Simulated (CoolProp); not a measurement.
Vapour-liquid equilibrium of benzene (1) + m-xylene (2) at 408.2 K; x and y are mole fractions of (1).

Model: multi-fluid Helmholtz-energy mixture model, Thol 2012 and Zhou 2012; pair parameters Bell 2016, in CoolProp.

Q: Give the bubble pressure and the first vapour's composition at x = 0.05, 0.35, 0.5. Is there an azeotrope?

A: x = 0.05: 107.3 kPa, y = 0.189; x = 0.35: 204.0 kPa, y = 0.694; x = 0.5: 252.8 kPa, y = 0.805. No azeotrope shows between x = 0.05 and 0.95.

The pair parameters rest on a limited set of measurements; away from them the model extrapolates.
